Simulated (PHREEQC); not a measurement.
1 kg of water holding 0.023 mol Na2SO4, 0.56 mol NaOH and 0.16 mol NaCl is evaporated at 30 °C; the solids stay in contact with the brine. CO2 from the air is kept out. Solids allowed: Halite, Mirabilite, Thenardite. Others were left out.

The series has 18 steps of water left (kg), from 1 to 0.03564.

Equilibrium calculation in PHREEQC: Pitzer model, pitzer.dat.

Task: Which solids form, in which order, and at which step of the series does each first stand?

Result: Thenardite from water left = 0.07809 kg (pH 15.31); Halite from water left = 0.06418 kg (pH 15.67).

Complexes and solids missing from the database can't appear.
